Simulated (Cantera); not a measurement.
B2O3 + H2O (boron, boron nitride and boron oxide)

Charge: 1 mol B2O3, a varied amount of H2O, equilibrated at 0.00133 bar.

Method: chemical equilibrium by Gibbs-energy minimisation in Cantera with the NASA 1993 tables (ideal gas, pure condensed phases). Candidate condensed phases: B, B2O3, B3O3H3, H2O; 23 gas species. Gases not in the tables: H3BO3. The numbers say what is thermodynamically allowed, not how fast it happens.

Stable condensed phases:

```
T in K \ n(H2O) in mol
         0.12 0.25  0.5    1    2    4    8   16
   1875     A    A    A    A    A    A    A    A
   1775     A    A    A    A    A    A    A    A
   1675     B    B    A    A    A    A    A    A
   1575     B    B    B    B    A    A    A    A
   1475     B    B    B    B    B    A    A    A
   1375     B    B    B    B    B    B    B    A
   1275     B    B    B    B    B    B    B    B
   1175     B    B    B    B    B    B    B    B
   1075     B    B    B    B    B    B    B    B
    975     B    B    B    B    B    B    B    B
    875     B    B    B    B    B    B    B    B
    775     B    B    B    B    B    B    B    B
```

A: gas only; B: B2O3.
